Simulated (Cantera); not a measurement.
What does this Cantera script print?

```python
import numpy as np
import cantera as ct

gas_names = """
    H HO2 H2 H2O H2O2 O OH O2 O3 Pb PbO Pb2
""".split()
cond_names = """
    H2O(s) H2O(L) Pb(cr) Pb(L) PbO(rd) PbO(yw) PbO(L) PbO2(s) Pb3O4(s)
""".split()


# ... load() reads the species with a 1 bar reference pressure and builds the phases ...
atoms = {
    'Pb': {'Pb': 1},
    'O2': {'O': 2},
    'H2': {'H': 2},
}
top_T = {'Pb3O4(s)': 820}  # K; cautious upper limits of use, not melting points


# ... equilibrate(T, P, feed) seeds the gas with the atoms and calls Mixture.equilibrate('TP', solver="vcs", rtol=1e-11, max_steps=5000) ...
results = []
feed = {'Pb': 1, 'O2': 1.1, 'H2': 19}  # mol
T = 798.15  # K
P = 4200  # Pa
mix = equilibrate(T, P, feed)
results.append((T, P, feed, dict(zip(mix.species_names, mix.species_moles))))
x = sorted(zip(gas.X, gas.species_names), reverse=True)
print(f"T = {T:g} K  P = {P:g} Pa  gas = {mix.phase_moles(0):.4g} mol")
print("   x: " + "  ".join(f"{s} {v:.3e}" for v, s in x if v > 0.0001))
print("   condensed (mol): " + ("  ".join(f"{mix.phase(i).name} {mix.phase_moles(i):.4g}"
      for i in range(1, mix.n_phases) if mix.phase_moles(i) > 1e-12) or "none"))
```

Result:

```
T = 798.15 K  P = 4200 Pa  gas = 19 mol
   x: H2 8.842e-01  H2O 1.158e-01
   condensed (mol): Pb(L) 1
```

Equilibrium computed with Cantera from the NASA thermochemical tables; the gas is ideal and each condensed phase is pure.
